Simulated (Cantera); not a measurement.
A perfectly stirred reactor is fed with 15.1 % CO, 1.10 % H₂, 1.66 % CH₄, 17.3 % O₂, 64.9 % N₂, equivalence ratio 0.66, at 200000 Pa; it is adiabatic with a 550 K inlet, and is followed from long to short residence time, starting on the burning branch (τ in s: 0.062, 0.024, 0.0091, 0.0035, 0.0013, 0.00051, 0.00019, 7.4e-05, 2.8e-05, 1.1e-05).

Computed with Cantera and GRI-Mech 3.0 (53 species, 325 reactions).

x: mole fraction; the columns are a selection and need not sum to one.

```tsv
τ (s)	T (K)	x CO	x H₂	x CH₄	x C₂H₄	x CH₂CO	x CH₂
0.062	2158	0.00370	0.000180	8.38e-7	4.81e-12	5.08e-11	(withheld)
0.024	2144	0.00536	0.000257	1.73e-6	1.56e-11	1.51e-10	(withheld)
0.0091	2116	0.00856	0.000411	3.35e-6	3.84e-11	4.40e-10	(withheld)
0.0035	2069	0.0137	0.000666	6.32e-6	7.87e-11	1.12e-9	(withheld)
0.0013	1996	0.0212	0.00106	1.26e-5	1.63e-10	2.54e-9	(withheld)
0.00051	1901	0.0308	0.00153	2.59e-5	3.69e-10	5.06e-9	(withheld)
0.00019	1764	0.0450	0.00208	6.54e-5	1.20e-9	1.15e-8	(withheld)
7.4e-5	1529	0.0764	0.00260	0.000302	1.18e-8	6.72e-8	(withheld)
2.8e-5	550	0.151	0.0110	0.0166	<1e-12	<1e-12	<1e-12
1.1e-5	550	0.151	0.0110	0.0166	<1e-12	<1e-12	<1e-12
```

### Question
Complete the blanks.

### Answer

- 0.062, x CH₂: 7.87e-9
- 0.024, x CH₂: 1.75e-8
- 0.0091, x CH₂: 3.59e-8
- 0.0035, x CH₂: 6.59e-8
- 0.0013, x CH₂: 1.13e-7
- 0.00051, x CH₂: 1.73e-7
- 0.00019, x CH₂: 2.61e-7
- 7.4e-5, x CH₂: 4.54e-7
